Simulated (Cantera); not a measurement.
Mixture: CH4 : O2 : N2 = 1 : 2.9 : 10.9 (molar parts), at 0.928 atm, adiabatic and at constant pressure. Ignition delay is the time to a rise of 400 K.

Computed with Cantera and GRI-Mech 3.0 (53 species, 325 reactions).

Predict: delay at 1000 K; delay at 1100 K; delay at 1200 K; delay at 1300 K; apparent activation energy between 1250 and 1350 K.


| Item | Value |
|---|---|
| delay at 1000 K | 0.978 s |
| delay at 1100 K | 0.181 s |
| delay at 1200 K | 39.7 ms |
| delay at 1300 K | 10.2 ms |
| apparent activation energy between 1250 and 1350 K | 180 kJ/mol |
